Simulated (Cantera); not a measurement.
Charge: 1 mol Al(CH3)3, 0.26 mol H2O, 75 mol N2, held at 75.0 Torr.

Cantera equilibrium calculation (NASA polynomials, part measured and part estimated; ideal gas, pure solids and liquids). Candidate condensed phases: Al, AlN, Al2O3, C, C6H6, C7H8, C8H18, H2O; 148 gas species. The feed counts by its element totals alone. Mutual solubility and eutectic melting of coexisting phases are not modelled. The numbers say what is thermodynamically allowed, not how fast it happens.

Over these rows the condensed part is AlN(s) + Al2O3(s) + C(graphite). Partial pressures as log10 of bar:

```tsv
T (K)	1000/T (1/K)	log p HCN	log p N2	log p H2
775	1.2903	-8.94	-1.03	-2.23
875	1.1429	-7.91	-1.03	-2.22
975	1.0256	-7.09	-1.03	-2.22
1075	0.9302	?	-1.03	-2.22
1175	0.8511	-5.88	-1.03	-2.22
1275	0.7843	-5.41	-1.03	-2.22
```

Q: Fit log p(HCN) = a + b·(1000/T) to the five rows, give the apparent enthalpy, and predict the row at 1075 K.

A: Means: 1000/T = 1.0188, log p = -7.046. Sxy = -1.200923, Sxx = 0.1722728, so b = -6.97 and a = -7.046 − (-6.97)×1.0188 = 0.06.
Apparent enthalpy: −19.145 × (-6.97) = 133 kJ/mol. With the condensed phases at unit activity, C(graphite) + 1/2 N2(g) + 1/2 H2(g) = HCN(g) links this pressure to the main gases: over the six rows their terms move log p by +0.00 in all, so the slope is close to that reaction's ΔH°. The five rows lie within 0.01 of the line.
Prediction at 1075 K: 0.06 + (-6.97)×0.9302 = -6.42. The computed value is -6.42, 0.00 from the line.
